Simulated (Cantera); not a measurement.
An isothermal, constant-pressure homogeneous reactor starts with CO : O₂ : H₂O : N₂ = 0.025 : 0.004 : 0.00057 : 1 (molar parts), equivalence ratio 3.1, at 925 K and 1.00 bar. Integrator tolerance rtol = 1e-08.

Model: GRI-Mech 3.0 (53 species, 325 reactions), integrated in Cantera.

What does this change do: 0.024 parts CH4 added?


```csv
quantity,before,after
x(CO) at 200 s,0.0178 (gas-phase equilibrium 0.0161),0.0237 (gas-phase equilibrium 0.0314)
x(O₂) at 200 s,0.000606 (gas-phase equilibrium <1e-12),0.00378 (gas-phase equilibrium <1e-12)
x(H₂O) at 200 s,0.000538 (gas-phase equilibrium 0.000112),0.000551 (gas-phase equilibrium 3.33e-6)
x(CO₂) at 200 s,0.00660 (gas-phase equilibrium 0.00824),8.71e-6 (gas-phase equilibrium 1.27e-5)
x(O) at 200 s,6.90e-9 (gas-phase equilibrium <1e-12),<1e-12 (gas-phase equilibrium <1e-12)
x(HO₂) at 200 s,6.63e-8 (gas-phase equilibrium <1e-12),2.11e-10 (gas-phase equilibrium <1e-12)
```
GRI-Mech 3.0 stops at C3 and has no aromatics, soot or wall deposition, so with more carbon than oxygen in the feed, carbon stays in small species such as C2H2 where larger ones or solid carbon would form. Below about 1000 K GRI-Mech 3.0 lacks low-temperature oxidation paths.
